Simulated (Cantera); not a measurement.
# Thermodynamics of chlorosilane synthesis and conversion, feed SiCl4 + HCl + H2

Input: 1 mol SiCl4, 3.2 mol HCl, 12 mol H2, held at 2.00 bar.

Equilibrium computed with Cantera from the NASA thermochemical tables; the gas is ideal and each condensed phase is pure. Candidate condensed phases: Si; 19 gas species. The tables' values for SiCl3 are old estimates; treat these amounts as uncertain. Rates play no part.

From 400 °C to 1300 °C nothing is condensed. The main Si-bearing gas is SiCl4 throughout.

```json
[
 {"T (°C)": "400", "x H2": "0.741", "x HCl": "0.198", "x SiCl4": "0.0617", "x SiCl2": "<1e-12", "x SiCl3": "7.89e-10"},
 {"T (°C)": "500", "x H2": "0.741", "x HCl": "0.198", "x SiCl4": "0.0616", "x SiCl2": "5.20e-12", "x SiCl3": "4.70e-8"},
 {"T (°C)": "600", "x H2": "0.740", "x HCl": "0.198", "x SiCl4": "0.0612", "x SiCl2": "1.11e-9", "x SiCl3": "1.08e-6"},
 {"T (°C)": "700", "x H2": "0.739", "x HCl": "0.199", "x SiCl4": "0.0604", "x SiCl2": "7.59e-8", "x SiCl3": "1.26e-5"},
 {"T (°C)": "800", "x H2": "0.738", "x HCl": "0.200", "x SiCl4": "0.0590", "x SiCl2": "2.26e-6", "x SiCl3": "9.13e-5"},
 {"T (°C)": "900", "x H2": "0.735", "x HCl": "0.203", "x SiCl4": "0.0564", "x SiCl2": "3.59e-5", "x SiCl3": "0.000453"},
 {"T (°C)": "1000", "x H2": "0.731", "x HCl": "0.207", "x SiCl4": "0.0522", "x SiCl2": "0.000341", "x SiCl3": "0.00165"},
 {"T (°C)": "1100", "x H2": "0.723", "x HCl": "0.215", "x SiCl4": "0.0451", "x SiCl2": "0.00204", "x SiCl3": "0.00446"},
 {"T (°C)": "1200", "x H2": "0.709", "x HCl": "0.230", "x SiCl4": "0.0343", "x SiCl2": "0.00760", "x SiCl3": "0.00873"},
 {"T (°C)": "1300", "x H2": "0.690", "x HCl": "0.250", "x SiCl4": "0.0217", "x SiCl2": "0.0180", "x SiCl3": "0.0122"}
]
```
x: gas mole fraction; nothing condenses.
